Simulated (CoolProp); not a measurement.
Vapour-liquid equilibrium of cis-2-butene (1) + acetone (2) at 361.9 K; x and y are mole fractions of (1).

Model: multi-fluid Helmholtz-energy mixture model, Lemmon 2005 and Lemmon 2006; pair parameters Bell 2016, in CoolProp.

```json
[
 {"x": "0.05", "bubble pressure, mixture model (MPa)": "0.3664", "bubble pressure, Raoult's law (MPa)": "0.3185", "y, mixture model": "0.262", "y, Raoult's law": "0.177"},
 {"x": "0.2", "bubble pressure, mixture model (MPa)": "0.5950", "bubble pressure, Raoult's law (MPa)": "0.4458", "y, mixture model": "0.584", "y, Raoult's law": "0.505"},
 {"x": "0.35", "bubble pressure, mixture model (MPa)": "0.7590", "bubble pressure, Raoult's law (MPa)": "0.5732", "y, mixture model": "0.706", "y, Raoult's law": "0.687"},
 {"x": "0.5", "bubble pressure, mixture model (MPa)": "0.8745", "bubble pressure, Raoult's law (MPa)": "0.7006", "y, mixture model": "0.775", "y, Raoult's law": "0.803"},
 {"x": "0.65", "bubble pressure, mixture model (MPa)": "0.9629", "bubble pressure, Raoult's law (MPa)": "0.8279", "y, mixture model": "0.828", "y, Raoult's law": "0.883"},
 {"x": "0.8", "bubble pressure, mixture model (MPa)": "1.039", "bubble pressure, Raoult's law (MPa)": "0.9553", "y, mixture model": "0.885", "y, Raoult's law": "0.942"},
 {"x": "0.95", "bubble pressure, mixture model (MPa)": "1.107", "bubble pressure, Raoult's law (MPa)": "1.083", "y, mixture model": "0.964", "y, Raoult's law": "0.987"}
]
```

The largest gap from Raoult's law is +33.5 % in bubble pressure, at x = 0.2. No azeotrope shows between x = 0.05 and 0.95.

Pair parameters are fitted to limited data, so mixtures are less certain than the pure fluids.
